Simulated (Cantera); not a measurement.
A perfectly stirred reactor is fed with CO : O2 : H2O : N2 = 0.0065 : 0.26 : 0.0071 : 1 (molar parts), equivalence ratio 0.012, at 13300 Pa; it is held at 1500 K, and followed from long to short residence time.

Computed with Cantera and GRI-Mech 3.0 (53 species, 325 reactions).

Question: Predict: x(CO) at τ = 2.10 s; x(O2) at τ = 2.10 s; x(H2O) at τ = 2.10 s; x(N2O) at τ = 2.10 s; x(HO2) at τ = 2.10 s; x(CO) at τ = 0.120 s; x(O2) at τ = 0.120 s; x(H2O) at τ = 0.120 s; x(N2O) at τ = 0.120 s; x(HO2) at τ = 0.120 s.

Answer: 
```json
{
 "x(CO) at τ = 2.10 s": "4.40e-5",
 "x(O2) at τ = 2.10 s": "0.202",
 "x(H2O) at τ = 2.10 s": "0.00551",
 "x(N2O) at τ = 2.10 s": "2.13e-7",
 "x(HO2) at τ = 2.10 s": "1.46e-7",
 "x(CO) at τ = 0.120 s": "0.000304",
 "x(O2) at τ = 0.120 s": "0.202",
 "x(H2O) at τ = 0.120 s": "0.00539",
 "x(N2O) at τ = 0.120 s": "2.25e-7",
 "x(HO2) at τ = 0.120 s": "5.20e-7"
}
```
